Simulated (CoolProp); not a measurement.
A Linde-Hampson liquefier for methane: isothermal reversible compression at 290 K from 1 atm to 5 MPa, throttling to 1 atm, return gas leaving the recuperator 5 K below the feed. Each further row changes one setting.

Model: reference Helmholtz-energy equation of state, Setzmann 1991, in CoolProp.

| case | liquid yield per pass | compression work (kJ/kg of gas) |
|---|---|---|
| as stated | 0.047 | 572 |
| high pressure 10 MPa | 0.109 | 663 |
| warm-end temperature 320 K | 0.033 | 636 |
| warm-end gap 10 K | 0.035 | 572 |
